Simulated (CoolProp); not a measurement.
A Linde-Hampson liquefier for CF4 (R14): isothermal reversible compression at 290 K from 1 atm to 30 MPa, throttling to 1 atm, return gas leaving the recuperator 0 K below the feed. Each further row changes one setting.

Model: reference Helmholtz-energy equation of state, Platzer 1990, in CoolProp. This equation is an older, rougher fit; its heat capacities, sound speeds and derivatives of the liquid may be far off and weren't checked against measurements.

```tsv
case	liquid yield per pass	compression work (kJ/kg of gas)
as stated	?	138
warm-end temperature 320 K	?	?
warm-end gap 5 K	?	138
```

Complete the blanks.


- as stated, liquid yield per pass: 0.318
- warm-end temperature 320 K, liquid yield per pass: 0.249
- warm-end temperature 320 K, compression work (kJ/kg of gas): 159
- warm-end gap 5 K, liquid yield per pass: 0.307
